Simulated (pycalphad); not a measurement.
An equivalent pycalphad script:

```python
from pycalphad import Database, equilibrium, calculate, variables as v
import numpy as np
db = Database('COST507.tdb')
comps = ['AL', 'SI', 'MN', 'VA']
phases = ['AL11MN4', 'AL12MN', 'AL4MN', 'AL6MN', 'AL8MN5_D810', 'ALMNSI_ALPHA', 'ALMNSI_BETA', 'ALMNSI_DELTA', 'BCC_A2', 'CBCC_A12', 'CUB_A13', 'DIAMOND_A4', 'FCC_A1', 'HCP_A3', 'LIQUID', 'MN11SI19', 'MN3SI', 'MN5SI3', 'MN6SI', 'MN9SI2', 'MNSI']
eq = equilibrium(db, comps, phases, {v.X('SI'): 0.084, v.X('MN'): 0.0027, v.T: np.arange(1850, 499, -40), v.P: 101325, v.N: 1}, output=['HM', 'SM'])
```

Computed with pycalphad from the COST 507 light-alloy database (1999), at 1 atm. These are 1990s assessments: newer ones move some temperatures and phases. Amounts are mole fractions of atoms.

Results at three of the temperatures:

```
T = 1410.00 K, P = 101325 Pa, N = 1 mol of atoms
G = -77259 J/mol, H = 45721 J/mol, S = 87.22 J/(mol K)  (SER reference)
chemical potentials (J/mol): Al -76334, Si -83825, Mn -185666
phase             fraction      x(Al)      x(Si)      x(Mn)
LIQUID              1.0000     0.9133     0.0840     0.0027
```

```
T = 1330.00 K, P = 101325 Pa, N = 1 mol of atoms
G = -70354 J/mol, H = 43208 J/mol, S = 85.39 J/(mol K)  (SER reference)
chemical potentials (J/mol): Al -69586, Si -75286, Mn -176594
phase             fraction      x(Al)      x(Si)      x(Mn)
LIQUID              1.0000     0.9133     0.0840     0.0027
```

```
T = 850.00 K, P = 101325 Pa, N = 1 mol of atoms
G = -32557 J/mol, H = 24363 J/mol, S = 66.96 J/(mol K)  (SER reference)
chemical potentials (J/mol): Al -33078, Si -23665, Mn -132795
phase             fraction      x(Al)      x(Si)      x(Mn)
LIQUID              0.6431     0.8773     0.1210     0.0017
FCC_A1              0.3484     0.9849     0.0148   0.000336
ALMNSI_ALPHA        0.0085     0.6995     0.1266     0.1739
```

Changes of the phase set, refined by bisection:

```json
[
 {"T (°C)": "608.4", "phases above": "liquid", "phases below": "ALMNSI_ALPHA + liquid"},
 {"T (°C)": "604.6", "phases above": "ALMNSI_ALPHA + liquid", "phases below": "ALMNSI_ALPHA + fcc + liquid"},
 {"T (°C)": "576.3", "phases above": "ALMNSI_ALPHA + fcc + liquid", "phases below": "ALMNSI_ALPHA + diamond (Si) + fcc"}
]
```

Database names, with the compositions (at.%) that they take in these runs: ALMNSI_ALPHA: Al 70 Mn 17 Si 12. FCC_A1 is fcc.
